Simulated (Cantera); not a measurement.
A perfectly stirred reactor is fed with 4.20 % H2, 95.8 % O2, at 1330 Pa; it is held at 1450 K, and followed from long to short residence time.

Cantera simulation using the H2/O2 subset of GRI-Mech 3.0, which has no nitrogen chemistry; the numbers are that mechanism's predictions, not measurements. Radical loss at walls, strong at low pressure, is not modelled. The temperature is held fixed by assumption; the heat of reaction is taken as removed at once.

Task: Predict: x(H2) at τ = 19.0 s; x(O2) at τ = 19.0 s; x(H2O2) at τ = 19.0 s; x(HO2) at τ = 19.0 s; x(OH) at τ = 19.0 s; x(H2) at τ = 56.0 ms; x(O2) at τ = 56.0 ms; x(H2O2) at τ = 56.0 ms; x(HO2) at τ = 56.0 ms; x(OH) at τ = 56.0 ms.

Result: 
| Property | Value |
|---|---|
| x(H2) at τ = 19.0 s | 2.36e-5 |
| x(O2) at τ = 19.0 s | 0.956 |
| x(H2O2) at τ = 19.0 s | 8.08e-9 |
| x(HO2) at τ = 19.0 s | 2.01e-7 |
| x(OH) at τ = 19.0 s | 0.00104 |
| x(H2) at τ = 56.0 ms | 0.000578 |
| x(O2) at τ = 56.0 ms | 0.932 |
| x(H2O2) at τ = 56.0 ms | 3.37e-8 |
| x(HO2) at τ = 56.0 ms | 1.24e-6 |
| x(OH) at τ = 56.0 ms | 0.00493 |
